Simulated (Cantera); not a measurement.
An adiabatic, constant-pressure homogeneous reactor starts with CH₄ : O₂ : N₂ : H₂O = 1 : 3.92 : 29.8 : 3.7 (molar parts), at 1000 K and 24.0 bar. Integrator tolerance rtol = 1e-08.

Computed with Cantera and GRI-Mech 3.0 (53 species, 325 reactions). The pressure lies above the range GRI-Mech 3.0 was tuned for (to about 10 atm).

What does this change do: pressure from 24.0 bar to 1.20 bar?


| quantity | before | after |
|---|---|---|
| time of steepest temperature rise | 58.3 ms | 1.27 s |
| temperature at 2.00 s | 1574 K | 1574 K |
| equilibrium temperature | 1572 K | 1572 K |
| x(CH₄) at 2.00 s | <1e-12 (gas-phase equilibrium <1e-12) | <1e-12 (gas-phase equilibrium <1e-12) |
| x(O₂) at 2.00 s | 0.0500 (gas-phase equilibrium 0.0495) | 0.0499 (gas-phase equilibrium 0.0495) |
| x(H₂O) at 2.00 s | 0.148 (gas-phase equilibrium 0.148) | 0.148 (gas-phase equilibrium 0.148) |
| x(H₂) at 2.00 s | 6.64e-7 (gas-phase equilibrium 6.51e-7) | 2.96e-6 (gas-phase equilibrium 2.90e-6) |
| x(CO₂) at 2.00 s | 0.0260 (gas-phase equilibrium 0.0260) | 0.0260 (gas-phase equilibrium 0.0260) |
